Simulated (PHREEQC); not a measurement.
Solution (25 °C): 0.11 mol SrCl2, 0.00026 mol CO2 and 0.41 mol NaCl per kg of water. Closed to the air; pH follows from the charge balance.

Model: ion-association model, phreeqc.dat, run in PHREEQC.

```json
[
 {"quantity": "pH", "before": "4.84", "after": "5.47"},
 {"quantity": "HCO3- (mol/kgw)", "before": "1.28e-5", "after": "3.68e-6"},
 {"quantity": "CO3-2 (mol/kgw)", "before": "1.38e-10", "after": "9.82e-11"}
]
```

Q: What was changed between the two runs?
A. diluted 10-fold with water
B. 0.17 mol/kgw KOH added
C. diluted 100-fold with water
D. CO2 from 0.00026 to 2.6e-05 mol/kgw
E. NaCl left out

A: A, diluted 10-fold with water

Precipitation was switched off in this run. The ionic strength passes 0.7 mol/kgw, the rough limit of the ion-association models, in before.
